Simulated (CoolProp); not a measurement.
A single-stage vapour-compression cycle with the fluid: evaporating at 255.15 K (dew point), condensing at 275.15 K (bubble point), superheat 8 K, subcooling 2 K, compressor efficiency 0.8, no pressure losses. The same conditions are run with several fluids, on thermodynamics alone (safety and materials aside).

Model: reference Helmholtz-energy equation of state of each fluid (C3F8 (R218): Lemmon 2006; CH3F (R41): Lemmon 2006; ethane: Bücker 2006; c-C4F8 (RC318): Platzer 1990; vinyl chloride: Thol 2022; R142b: Lemmon 2006), in CoolProp. The equations of Platzer and Polt are older, rougher fits.

| fluid | cooling COP | pressure ratio | discharge temperature (K) | refrigerating effect (kJ/kg) | volumetric capacity (kJ/m³) |
|---|---|---|---|---|---|
| C3F8 (R218) | 9.19 | 2.00 | 279.3 | 85.2 | 1750 |
| CH3F (R41) | 8.66 | 1.78 | 306.2 | 350 | 7990 |
| ethane | 8.31 | 1.67 | 295.6 | 318 | 8180 |
| c-C4F8 (RC318) | 9.50 | 2.33 | 280.0 | 108 | 608 |
| vinyl chloride | 9.53 | 2.18 | 307.4 | 338 | 844 |
| R142b | 9.62 | 2.24 | 292.8 | 212 | 699 |
